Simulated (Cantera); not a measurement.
Charge: 1 mol Si(CH3)4, 0.24 mol HCl, 16 mol H2, at 1800 °C and 0.200 bar.

These are equilibrium values from Cantera (NASA tables, ideal gas, pure condensed phases), not measurements of a reactor. Candidate condensed phases: C, C6H6, C7H8, C8H18, Si, SiC; 109 gas species. Gases not in the tables: Si2H6 and higher silanes. Kinetics and transport are ignored.

Base state: H2 0.982, HCl 0.0107, H 0.00583, C2H2 (acetylene) 0.00120, CH4 6.79e-5, Cl 4.68e-5, Si 3.55e-5, SiCl2 1.82e-5 (mole fractions); condensed: C(graphite) + SiC(s).

Task: What changes in the equilibrium state with this change: temperature from 1800 °C to 1375 °C?

Result: 
| species | before | after |
|---|---|---|
| H2 | 0.982 | 0.989 |
| HCl | 0.0107 | 0.0108 |
| CH4 | 6.79e-5 | 0.000262 |
| H | 0.00583 | 0.000198 |
| C2H2 (acetylene) | 0.00120 | 4.42e-5 |
| SiCl2 | 1.82e-5 | 5.15e-6 |
| Si | 3.55e-5 | 1.59e-8 |
| SiH2 | 1.11e-5 | 1.03e-7 |
| Cl | 4.68e-5 | 1.69e-6 |
| C(graphite), mol | 2.95 | 2.99 |
| SiC(s), mol | 0.998 | 1.000 |
